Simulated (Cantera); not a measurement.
A closed system holds: 1 mol S, 1.6 mol H₂, 50 mol N₂, equilibrated at 3348 K and 0.160 bar.

Method: chemical equilibrium by Gibbs-energy minimisation in Cantera with the NASA 1993 tables (ideal gas, pure condensed phases). Candidate condensed phases: S; 15 gas species. Equilibrium is a limit: real reactors are often held back by kinetics, nucleation or transport.

Base state: N₂ 0.925, H 0.0536, S 0.0180, H₂ 0.00270, N 0.000251, SH 0.000249, S₂ 0.000130, SN 4.16e-5 (mole fractions); condensed: gas only.

What changes in the equilibrium state with this change: H₂ from 1.6 to 0.2 mol?


| species | before | after |
|---|---|---|
| N₂ | 0.925 | 0.973 |
| S | 0.0180 | 0.0191 |
| H | 0.0536 | 0.00764 |
| H₂ | 0.00270 | 5.49e-5 |
| SH | 0.000249 | 3.77e-5 |
| S₂ | 0.000130 | 0.000147 |
